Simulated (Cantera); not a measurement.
## Stirred combustor or abatement burner

A perfectly stirred reactor is fed with CH4 : C2H6 : C3H8 : O2 : N2 : H2O = 0.64 : 0.12 : 0.06 : 5.33 : 20.1 : 0.54 (molar parts), equivalence ratio 0.38, at 3.10 bar; it is adiabatic with a 448 K inlet, and is followed from long to short residence time, starting on the burning branch (τ in s: 0.059, 0.029, 0.014, 0.0071, 0.0035, 0.0017, 0.00086, 0.00043, 0.00021, 0.0001, 5.2e-05, 2.6e-05).

Model: GRI-Mech 3.0 (53 species, 325 reactions), integrated in Cantera.

| τ (s) | T (K) | x CH4 | x C2H6 | x C3H8 | x CH2 | x H |
|---|---|---|---|---|---|---|
| 0.059 | 1316 | 0.000142 | 7.17e-6 | 3.55e-6 | 3.38e-9 | 6.70e-7 |
| 0.029 | 1290 | 0.000329 | 1.69e-5 | 7.98e-6 | 4.65e-9 | 1.26e-6 |
| 0.014 | 448 | 0.0239 | 0.00448 | 0.00224 | <1e-12 | <1e-12 |
| 0.0071 | 448 | 0.0239 | 0.00448 | 0.00224 | <1e-12 | <1e-12 |
| 0.0035 | 448 | 0.0239 | 0.00448 | 0.00224 | <1e-12 | <1e-12 |
| 0.0017 | 448 | 0.0239 | 0.00448 | 0.00224 | <1e-12 | <1e-12 |
| 0.00086 | 448 | 0.0239 | 0.00448 | 0.00224 | <1e-12 | <1e-12 |
| 0.00043 | 448 | 0.0239 | 0.00448 | 0.00224 | <1e-12 | <1e-12 |
| 0.00021 | 448 | 0.0239 | 0.00448 | 0.00224 | <1e-12 | <1e-12 |
| 0.00010 | 448 | 0.0239 | 0.00448 | 0.00224 | <1e-12 | <1e-12 |
| 5.2e-5 | 448 | 0.0239 | 0.00448 | 0.00224 | <1e-12 | <1e-12 |
| 2.6e-5 | 448 | 0.0239 | 0.00448 | 0.00224 | <1e-12 | <1e-12 |
x: mole fraction; the columns are a selection and need not sum to one.
